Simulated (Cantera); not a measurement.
A closed system holds: 1 mol SiHCl3, 14 mol N2, 31 mol NH3, equilibrated at 1475 K and 33.0 mbar.

Cantera equilibrium calculation (NASA polynomials, part measured and part estimated; ideal gas, pure solids and liquids). Candidate condensed phases: NH4Cl, Si, Si3N4; 28 gas species. Equilibrium is a limit: real reactors are often held back by kinetics, nucleation or transport.

Task: What is the equilibrium state?

Result: 
| Property | Value |
|---|---|
| x(H2) | 0.588 |
| x(N2) | 0.373 |
| x(HCl) | 0.0385 |
| x(SiCl2) | 0.000140 |
| x(H) | 5.48e-5 |
| x(SiCl3) | 3.73e-6 |
| x(Cl) | 2.90e-6 |
| n(Si3N4(s)) | 0.330 mol |
| gas amount | 77.34 mol |
| log10 activity of Si(s) (absent) | -1.75 |
